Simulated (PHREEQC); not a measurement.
**Reverse-osmosis permeate: speciation**

Synthetic water in mg/L, 15 °C, pH 5.94, pe -1.2:

```tsv
constituent	mg/L
Na	1.54
K	5.81
Ca	0.986
Mg	1.14
Cl	2.65
S(6) as SO4	0.832
Alkalinity as HCO3	16.3
B	0.0557
```

Valence states are taken as typed.

All values are PHREEQC results (ion-association model, wateq4f.dat), not measurements.

```json
{
  "ionic_strength": "0.000439 mol/kgw",
  "charge_balance_error": "-0.1 %"
}
```

```tsv
species	molality	activity	log γ
CO2	0.000789	0.000789	0.000
HCO3-	0.000268	0.000262	-0.010
K+	0.000149	0.000145	-0.010
Cl-	7.48e-5	7.30e-5	-0.010
Na+	6.70e-5	6.54e-5	-0.010
Mg+2	4.67e-5	4.25e-5	-0.040
```

Precipitation was switched off in this run. Complexes and solids missing from the database can't appear.
